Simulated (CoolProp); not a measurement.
Properties of CH2F2 (R32) along the isotherm 114.25 °C (Tc = 78.1 °C, pc = 5.783 MPa, ω = 0.277).

Model: reference Helmholtz-energy equation of state, Tillner-Roth 1997, in CoolProp.

```csv
p (MPa),phase,isothermal compressibility (1/MPa),expansivity (1/kK),Prandtl number
1.03,gas,1.023,3.089,0.788
2.07,gas,0.5403,3.734,0.809
3.1,gas,0.3866,…,0.844
4.13,gas,0.3148,5.669,0.896
5.16,gas,0.2777,7.215,0.970
6.2,supercritical,0.2602,…,1.08
7.23,supercritical,0.2563,12.94,1.24
8.26,supercritical,0.2584,17.99,1.50
9.29,supercritical,0.2441,23.33,1.84
10.3,supercritical,0.1900,…,2.06
11.4,supercritical,0.1220,19.72,2.03
12.4,supercritical,0.08225,…,1.91
13.4,supercritical,0.05932,12.78,1.80
14.5,supercritical,0.04438,10.64,1.71
```

Question: Fill in the missing entries.

Answer: 
- 3.1, expansivity (1/kK): 4.562
- 6.2, expansivity (1/kK): 9.499
- 10.3, expansivity (1/kK): 24.08
- 12.4, expansivity (1/kK): 15.66

Viscosity comes from a separate model (Bell 2016), an estimate that may be off by 10 % or more. Thermal conductivity comes from a separate model (Huber 2003), an estimate that may be off by 10 % or more.
